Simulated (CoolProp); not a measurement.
A closed Brayton cycle with dry air: compressor inlet 317.15 K and 4 MPa, high pressure 13.1 MPa, turbine inlet 620 K, compressor efficiency 0.8, turbine efficiency 0.85, recuperator effectiveness 0.9 (on enthalpy, no pinch check). Each further row changes one setting.

The numbers come from the reference Helmholtz-energy equation of state, Lemmon 2000 in CoolProp. It is a pseudo-pure fit of the blend.

```tsv
case	thermal efficiency (%)	net work (kJ/kg)	compressor to turbine work	compressor exit (K)	turbine exit (K)
as stated	-4.4	-6.85	1.0	477.5	471.3
turbine inlet 570 K	…	-20.0	1.1	477.5	…
compressor inlet 327.15 K	…	-12.3	1.1	492.3	471.3
high pressure 11.1 MPa	0.6	…	0.99	451.8	…
recuperator effectiveness 0.5	-4.4	-6.85	1.0	477.5	471.3
```

### Question
Some entries are withheld; supply them.

### Answer

- turbine inlet 570 K, thermal efficiency (%): -19.9
- turbine inlet 570 K, turbine exit (K): 431.8
- compressor inlet 327.15 K, thermal efficiency (%): -8.9
- high pressure 11.1 MPa, net work (kJ/kg): 0.880
- high pressure 11.1 MPa, turbine exit (K): 489.6
